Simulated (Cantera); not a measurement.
Standard-state values (1 bar) from the NASA 1993 polynomials, evaluated with Cantera. Values are per mole of reaction as written; species without (g) are pure solids or liquids, kept so even where they would boil at 1 bar.

N2(g) + 4 CrO3(g) → 2 Cr2N + 6 O2(g), with ΔH° = 920.6 kJ and ΔS° = 104.7 J/K at 300 K.

Question: How far is the shortcut ΔG° ≈ ΔH°(300 K) − T·ΔS°(300 K) from the full temperature-dependent value at 825, 875, 925, 975, 1025, 1075, 1125, 1175, 1225, 1275, 1325 K?

Answer: 
| T (K) | shortcut (kJ) | full (kJ) | difference (kJ) | difference in log10 K |
|---|---|---|---|---|
| 825 | 834.2 | 821.4 | 12.8 | -0.81 |
| 875 | 829.0 | 814.2 | 14.7 | -0.88 |
| 925 | 823.7 | 806.9 | 16.8 | -0.95 |
| 975 | 818.5 | 799.5 | 19.0 | -1.02 |
| 1025 | 813.3 | 791.9 | 21.3 | -1.09 |
| 1075 | 808.0 | 784.3 | 23.7 | -1.15 |
| 1125 | 802.8 | 776.5 | 26.3 | -1.22 |
| 1175 | 797.6 | 768.7 | 28.9 | -1.28 |
| 1225 | 792.3 | 760.7 | 31.6 | -1.35 |
| 1275 | 787.1 | 752.6 | 34.5 | -1.41 |
| 1325 | 781.9 | 744.5 | 37.4 | -1.47 |
The shortcut ignores the heat-capacity change of the reaction.
